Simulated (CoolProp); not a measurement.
Vapour-liquid equilibrium of propane (1) + benzene (2) at 286.3 K; x and y are mole fractions of (1).

Model: multi-fluid Helmholtz-energy mixture model, Lemmon 2009 and Thol 2012; pair parameters Bell 2016, in CoolProp.

**Question.** Give the bubble pressure and the first vapour's composition at x = 0.25, 0.35, 0.45. Is there an azeotrope?

**Answer.** x = 0.25: 2.705 bar, y = 0.976; x = 0.35: 3.336 bar, y = 0.981; x = 0.45: 3.869 bar, y = 0.985. No azeotrope shows between x = 0.05 and 0.95.

Pair parameters are fitted to limited data, so mixtures are less certain than the pure fluids. The gap from Raoult's law changes sign with composition, which may be real or a fault of the pair parameters; it wasn't checked against measurements. With so large a gap from Raoult's law the liquid may split in two, which this calculation doesn't test in full.
